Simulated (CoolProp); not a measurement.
Vapour-liquid equilibrium of propylene (1) + n-hexane (2) at 278.8 K; x and y are mole fractions of (1).

Values from CoolProp's multi-fluid Helmholtz-energy mixture model, Lemmon 2013 and Thol 2019; pair parameters Bell 2016.

| x | bubble pressure, mixture model (kPa) | bubble pressure, Raoult's law (kPa) | y, mixture model | y, Raoult's law |
|---|---|---|---|---|
| 0.05 | 57.90 | 42.15 | 0.862 | 0.817 |
| 0.125 | 115.8 | 93.21 | 0.933 | 0.924 |
| 0.2 | 162.4 | 144.3 | 0.954 | 0.955 |
| 0.275 | 203.9 | 195.3 | 0.965 | 0.970 |
| 0.35 | 244.0 | 246.4 | 0.972 | 0.979 |
| 0.425 | 284.9 | 297.5 | 0.978 | 0.984 |
| 0.5 | 328.0 | 348.5 | 0.983 | 0.988 |
| 0.575 | 374.2 | 399.6 | 0.986 | 0.991 |
| 0.65 | 423.8 | 450.6 | 0.990 | 0.994 |
| 0.725 | 476.6 | 501.7 | 0.993 | 0.996 |
| 0.8 | 532.2 | 552.8 | 0.995 | 0.997 |
| 0.875 | 589.9 | 603.8 | 0.997 | 0.998 |
| 0.95 | 649.0 | 654.9 | 0.999 | 0.999 |

The largest gap from Raoult's law is +37.4 % in bubble pressure, at x = 0.05. No azeotrope shows between x = 0.05 and 0.95.

Pair parameters are fitted to limited data, so mixtures are less certain than the pure fluids. The gap from Raoult's law changes sign with composition, which may be real or a fault of the pair parameters; it wasn't checked against measurements.
